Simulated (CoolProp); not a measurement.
Values from CoolProp's reference Helmholtz-energy equation of state, Span 2000.

For nitrogen, give the phase and the cp (kJ/(kg K)), speed of sound (m/s), Joule-Thomson coefficient (K/MPa), Prandtl number at 141.15 °C and 1430 kPa; 111.65 °C and 19.7 kPa; 336.35 °C and 10100 kPa.


- 141.15 °C and 1430 kPa: gas; cp 1.06, speed of sound 418, Joule-Thomson coefficient 0.848, Prandtl number 0.710
- 111.65 °C and 19.7 kPa: gas; cp 1.04, speed of sound 400, Joule-Thomson coefficient 1.14, Prandtl number 0.708
- 336.35 °C and 10100 kPa: supercritical; cp 1.11, speed of sound 528, Joule-Thomson coefficient -0.153, Prandtl number 0.712

Viscosity comes from a separate model (Lemmon 2004). Thermal conductivity comes from a separate model (Lemmon 2004).
